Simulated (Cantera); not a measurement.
Feed: 1 mol SiCl4, 3.5 mol H2, equilibrated at 1248 K and 5.30 bar.

Equilibrium computed with Cantera from the NASA thermochemical tables; the gas is ideal and each condensed phase is pure. Candidate condensed phases: Si; 19 gas species. The tables' values for SiCl3 are old estimates; treat these amounts as uncertain. The numbers say what is thermodynamically allowed, not how fast it happens.

Base state: H2 0.708, SiCl4 0.155, HCl 0.0704, SiHCl3 0.0550, SiCl3 0.00629, SiH2Cl2 0.00265, SiCl2 0.00184, SiH3Cl 3.54e-5 (mole fractions); condensed: gas only.

What changes in the equilibrium state with this change: temperature from 1248 K to 925 K?


```csv
species,before,after
H2,0.708,0.754
SiCl4,0.155,0.199
HCl,0.0704,0.0236
SiHCl3,0.0550,0.0230
SiCl2,0.00184,9.95e-7
SiCl3,0.00629,7.06e-5
SiH3Cl,3.54e-5,7.37e-7
SiH2Cl2,0.00265,0.000262
```
